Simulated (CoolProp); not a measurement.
Vapour-liquid equilibrium of hydrogen sulfide (1) + propane (2) at 218.8 K; x and y are mole fractions of (1).

Computed with CoolProp (multi-fluid Helmholtz-energy mixture model, Lemmon 2006 and Lemmon 2009; pair parameters Kunz 2012).

```tsv
x	bubble pressure (kPa)	y at the bubble point	dew pressure at overall composition x (kPa)	liquid density (mol/L)
0.05	79.86	0.312	59.83	13.77
0.2	121.1	0.593	69.91	14.81
0.35	139.0	0.676	83.83	16.21
0.5	146.5	0.714	104.0	18.03
0.65	149.8	0.742	133.3	20.33
0.8	150.8	0.784	150.4	23.13
0.95	143.9	0.903	140.0	26.39
```

y crosses x between x = 0.65 and 0.8: the model has an azeotrope there.

Pair parameters are fitted to limited data, so mixtures are less certain than the pure fluids. With so large a gap from Raoult's law the liquid may split in two, which this calculation doesn't test in full.
